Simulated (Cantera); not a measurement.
Input: 1 mol Si3N4, 0.55 mol H2O, 2.1 mol H2, 0.13 mol CO2, at 89.0 Pa.

These are equilibrium values from Cantera (NASA tables, ideal gas, pure condensed phases), not measurements of a reactor. Candidate condensed phases: C, C6H6, C7H8, C8H18, H2O, Si, SiC, SiO2, Si2N2O, Si3N4; 151 gas species. The tables' values for SiN are old estimates; treat these amounts as uncertain. Gases not in the tables: Si2H6 and higher silanes. Kinetics and transport are ignored.

Question: At 1998 K, list the 4 most abundant gas species with their mole fractions, and the condensed phases.

Answer: H2 0.434, N2 0.341, SiO 0.117, Si 0.0478. Condensed: Si(l).
